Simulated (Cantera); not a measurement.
Charge: 1 mol CuO, 0.32 mol CH4, 5.2 mol H2, equilibrated at 2000 K.

Cantera equilibrium calculation (NASA polynomials, part measured and part estimated; ideal gas, pure solids and liquids). Candidate condensed phases: C, C6H6, C7H8, C8H18, Cu, CuO, Cu(OH)2, Cu2O, H2O; 113 gas species. Equilibrium is a limit: real reactors are often held back by kinetics, nucleation or transport.

**Question.** Which condensed phases are stable at each of these points (P (Pa)): 10, 36, 130, 460, 1700, 6000, 22000, 77000, 280000, 1000000?

**Answer.** 
```tsv
P (Pa)	condensed phases	Cu condensed (%)
10	gas only	0.0
36	gas only	0.0
130	gas only	0.0
460	gas only	0.0
1700	gas only	0.0
6000	Cu(l)	51.8
22000	Cu(l)	87.6
77000	Cu(l)	96.5
280000	Cu(l)	99.0
1000000	Cu(l)	99.7
```

From 0.000100 bar to 0.0170 bar nothing is condensed. From 0.0600 bar to 10.0 bar the condensed part is Cu(l).
